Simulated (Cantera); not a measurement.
Cantera run, input and output.

```python
import numpy as np
import cantera as ct

gas = ct.Solution("gri30.yaml")
gas.TPX = 1325, 100000, {'CH4': 0.01, 'O2': 0.0078, 'N2': 1}
reactor = ct.IdealGasConstPressureReactor(gas, energy="off", clone=False)
net = ct.ReactorNet([reactor])
net.rtol, net.atol = 1e-08, 1e-18
show = ['CH4', 'O2', 'CO', 'CH2', 'NO', 'C2H6']
times = np.geomspace(1e-05, 1, 12)

steps = ct.SolutionArray(gas, extra=["t"])
rows = []
print(f"{'t/s':>10s}{'T/K':>9s}{'P/Pa':>11s}" + "".join(f"{s:>11s}" for s in show))
for t in times:
    while net.time < t:
        t_next = net.step()
        steps.append(gas.state, t=t_next)
    rows.append([np.interp(t, steps.t, y) for y in (steps.T, steps.P, *steps(*show).X.T)])
    print(f"{t:10.3e}{rows[-1][0]:9.1f}{rows[-1][1]:11.4g}" + "".join(f"{x:11.3e}" for x in rows[-1][2:]))
rate = np.gradient(steps.T, steps.t)
print("integrator steps:", len(steps.t))
if steps.T.max() > steps.T[0] + 200:
    print(f"time of steepest temperature rise: {steps.t[rate.argmax()]:.4e} s")
gas.TPX = 1325, 100000, {'CH4': 0.01, 'O2': 0.0078, 'N2': 1}
gas.equilibrate("TP")
print(f"equilibrium (TP): T = {gas.T:.1f} K  " + "  ".join(f"{s} {gas[s].X[0]:.3e}" for s in show))
```

Result:

```
       t/s      T/K       P/Pa        CH4         O2         CO        CH2         NO       C2H6
 1.000e-05   1325.0      1e+05  9.825e-03  7.664e-03  2.369e-17  7.194e-18  3.333e-20  8.628e-17
 2.848e-05   1325.0      1e+05  9.825e-03  7.664e-03  6.606e-16  6.727e-17  3.466e-19  2.844e-15
 8.111e-05   1325.0      1e+05  9.825e-03  7.664e-03  9.691e-15  2.807e-16  1.885e-18  8.620e-14
 2.310e-04   1325.0      1e+05  9.825e-03  7.664e-03  1.304e-13  1.182e-15  6.934e-18  2.281e-12
 6.579e-04   1325.0      1e+05  9.825e-03  7.664e-03  2.267e-12  6.540e-15  2.454e-17  5.926e-11
 1.874e-03   1325.0      1e+05  9.825e-03  7.664e-03  5.517e-11  4.922e-14  1.023e-16  1.665e-09
 5.337e-03   1325.0      1e+05  9.824e-03  7.663e-03  1.864e-09  4.130e-13  5.596e-16  4.871e-08
 1.520e-02   1325.0      1e+05  9.819e-03  7.661e-03  6.283e-08  1.863e-12  3.386e-15  8.542e-07
 4.329e-02   1325.0      1e+05  9.800e-03  7.652e-03  1.256e-06  4.355e-12  1.721e-14  5.468e-06
 1.233e-01   1325.0      1e+05  9.698e-03  7.600e-03  2.142e-05  1.681e-11  1.168e-13  2.737e-05
 3.511e-01   1325.0      1e+05  8.873e-03  7.139e-03  3.175e-04  1.864e-10  3.894e-12  1.351e-04
 1.000e+00   1325.0      1e+05  1.603e-03  1.959e-04  5.472e-03  1.418e-09  2.985e-09  7.164e-06
integrator steps: 1277
equilibrium (TP): T = 1325.0 K  CH4 3.361e-10  O2 1.379e-15  CO 8.460e-03  CH2 7.548e-19  NO 4.200e-11  C2H6 1.151e-20
```

Cantera simulation using GRI-Mech 3.0 (53 species, 325 reactions); the numbers are that mechanism's predictions, not measurements.
